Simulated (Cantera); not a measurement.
A freely propagating, adiabatic, planar premixed flame of CH4 : O2 : N2 = 1 : 1.82 : 6.84 (molar parts), equivalence ratio 1.1, unburnt at 425 K and 5.00 bar; mixture-averaged transport, grid criteria slope 0.08 and curve 0.16, no radiation.

Detailed kinetics in Cantera: GRI-Mech 3.0 (53 species, 325 reactions). Burning velocities carry a grid error of a few per cent, more on coarse grids.

Problem. Predict: laminar burning velocity; thermal thickness; peak x(C2H4); peak x(CH2).

Solution. 
```json
{
  "laminar_burning_velocity": "36.3 cm/s",
  "thermal_thickness": "0.126 mm",
  "peak x(C2H4)": "0.000922",
  "peak x(CH2)": "4.68e-5"
}
```
